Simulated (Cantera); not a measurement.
## Equilibrium for aluminium and copper etching: Cu + HF

A closed system holds: 1 mol Cu, 8.4 mol HF, equilibrated at 47.0 Pa.

Equilibrium computed with Cantera from the NASA thermochemical tables; the gas is ideal and each condensed phase is pure. Candidate condensed phases: Cu, CuF2; 15 gas species. Equilibrium is a limit: real reactors are often held back by kinetics, nucleation or transport.

From 277 °C to 1027 °C the condensed part is Cu(s). At 1177 °C the condensed part is Cu(l).

```tsv
T (°C)	x HF	x Cu	x CuF	x H2	n Cu(s)	n Cu(l)
277	1.00	<1e-12	<1e-12	<1e-12	1.00	0
427	1.00	<1e-12	1.51e-9	7.71e-10	1.00	0
577	1.00	2.77e-11	2.78e-7	1.39e-7	1.000	0
727	1.000	3.32e-8	1.05e-5	5.27e-6	1.000	0
877	1.000	6.15e-6	0.000153	7.65e-5	0.999	0
1027	0.998	0.000336	0.00119	0.000593	0.987	0
1177	0.984	0.00732	0.00563	0.00281	0	0.890
```
x: gas mole fraction; n: condensed amount in mol.
